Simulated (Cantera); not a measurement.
Input (Python, Cantera):

```python
import numpy as np
import cantera as ct

surf = ct.Interface("ptcombust.yaml", "Pt_surf")
gas = surf.adjacent["gas"]
gas.TPX = 875, 92000, {'CH4': 0.0053, 'O2': 0.013, 'N2': 0.79, 'H2O': 0.09}
surf.TP = 875, 92000
reactor = ct.FlowReactor(gas, clone=False)
reactor.area = 0.0001  # m2
reactor.surface_area_to_volume_ratio = 4800  # 1/m
reactor.mass_flow_rate = 0.095 * reactor.area * gas.density  # inlet velocity 0.095 m/s
reactor.energy_enabled = False
wall = ct.ReactorSurface(surf, reactor, clone=False)
net = ct.ReactorNet([reactor])
net.rtol, net.atol = 1e-8, 1e-16
show, cover = ['CH4', 'O2', 'H2O', 'CO2', 'CO'], ['PT(S)', 'H(S)', 'O(S)', 'OH(S)', 'CO(S)', 'C(S)']

rows = []
print(f"{'z/m':>9s}{'u/(m/s)':>9s}" + "".join(f"{s:>13s}" for s in show + cover))
for z in [7.3e-05, 0.00016, 0.00034, 0.00073, 0.0016, 0.0034, 0.0073]:
    net.advance(z)
    rows.append([reactor.speed, *gas[show].X, *surf[cover].coverages])
    print(f"{z:9.4g}{rows[-1][0]:9.3g}" + "".join(f"{x:13.4e}" for x in rows[-1][1:]))
```

It prints:

```
      z/m  u/(m/s)          CH4           O2          H2O          CO2           CO        PT(S)         H(S)         O(S)        OH(S)        CO(S)         C(S)
  7.3e-05    0.095   5.0924e-03   1.2858e-02   1.0180e-01   8.0555e-04   1.6432e-06   1.6247e-01   3.0453e-07   8.2917e-01   8.3090e-03   2.1956e-05   6.6416e-08
  0.00016    0.095   4.2126e-03   1.1099e-02   1.0356e-01   1.6852e-03   1.3852e-06   1.6862e-01   3.2597e-07   8.2282e-01   8.5047e-03   1.9936e-05   6.0306e-08
  0.00034    0.095   2.6905e-03   8.0558e-03   1.0661e-01   3.2071e-03   9.2139e-07   1.8222e-01   3.7466e-07   8.0882e-01   8.8931e-03   1.5485e-05   4.6840e-08
  0.00073    0.095   7.5522e-04   4.1860e-03   1.1048e-01   5.1424e-03   2.8005e-07   2.1028e-01   4.8124e-07   7.8011e-01   9.5503e-03   6.2648e-06   1.8950e-08
   0.0016    0.095   1.7260e-05   2.7100e-03   1.1195e-01   5.8806e-03   6.7246e-09   2.2841e-01   5.5494e-07   7.6163e-01   9.9000e-03   1.7738e-07   5.3651e-10
   0.0034    0.095   1.0217e-08   2.6753e-03   1.1199e-01   5.8979e-03   4.9461e-12   2.2893e-01   5.5712e-07   7.6110e-01   9.9094e-03   1.0749e-10   3.1948e-13
   0.0073    0.095   3.0274e-10   2.6752e-03   1.1199e-01   5.8980e-03   8.5327e-13   2.2893e-01   5.5713e-07   7.6110e-01   9.9094e-03   4.5535e-12   9.4670e-15
```

Computed with Cantera and Deutschmann's 1995 Pt surface mechanism with GRI-Mech 3.0 gas chemistry. Catalytic surfaces can have several steady states; this one follows from the mechanism file's or the stated starting coverage. Mass transfer to the wall is taken as infinitely fast.
